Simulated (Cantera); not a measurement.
Feed: 1 mol Al, 38 mol N2O, 3.8 mol H2, 6.5 mol HCl, at 10.0 mbar.

Cantera equilibrium calculation (NASA polynomials, part measured and part estimated; ideal gas, pure solids and liquids). Candidate condensed phases: Al, AlCl3, AlN, Al2O3, H2O, NH4Cl; 45 gas species. Kinetics and transport are ignored. All values below are at 1600 K.

Base state: N2 0.585, O2 0.248, HCl 0.0872, H2O 0.0649, Cl 0.0128, NO 0.00181, OH 0.000470, Cl2 0.000135 (mole fractions); condensed: Al2O3(s).

**Question.** What changes in the equilibrium state with this change: pressure from 10.0 mbar to 40.0 Pa?

**Answer.** 
```json
[
 {"species": "N2", "before": "0.585", "after": "0.583"},
 {"species": "O2", "before": "0.248", "after": "0.244"},
 {"species": "HCl", "before": "0.0872", "after": "0.0760"},
 {"species": "Cl", "before": "0.0128", "after": "0.0239"},
 {"species": "H2O", "before": "0.0649", "after": "0.0698"},
 {"species": "H", "before": "1.60e-6", "after": "1.86e-5"},
 {"species": "Cl2", "before": "0.000135", "after": "1.89e-5"},
 {"species": "H2", "before": "8.64e-6", "after": "4.68e-5"},
 {"species": "O", "before": "7.22e-5", "after": "0.000358"},
 {"species": "Al2O3(s), mol", "before": "0.500", "after": "0.500"}
]
```
